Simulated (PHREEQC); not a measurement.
Spent oxide etchant (model solution)

Dissolve 0.026 mol/kgw NH4HF2, 0.0019 mol/kgw (NH4)2SiF6, 0.0019 mol/kgw HBF4 and 0.0023 mol/kgw HCl at 25 °C. Closed to the air; pH follows from the charge balance.

The numbers come from PHREEQC with the ion-association model, phreeqc.dat.

Each row changes one thing in this solution. Precipitation was switched off in this run.

```tsv
case	pH	ionic strength (mol/kgw)	HF (mol/kgw)	F- (mol/kgw)	HF2- (mol/kgw)	NH3 (mol/kgw)	SI of Quartz (SiO2)
as made	2.98	0.0329	0.0269	0.0208	0.00215	1.35e-8	-6.72
(NH4)2SiF6 from 0.0019 to 0.00209 mol/kgw	2.98	0.0335	0.0269	0.0208	0.00215	1.37e-8	-6.68
HBF4 from 0.0019 to 0.00019 mol/kgw	3.04	0.0327	0.0253	0.0224	0.00217	1.55e-8	-6.67
HBF4 left out	3.05	0.0327	0.0251	0.0226	0.00217	1.57e-8	-6.67
diluted 100-fold with water	3.62	0.000547	0.000186	0.000524	3.73e-7	6.81e-10	-0.74
```

SiF6-2 is the database's only silicon fluoride. Real BF4- forms and hydrolyses slowly; the run takes it at equilibrium.
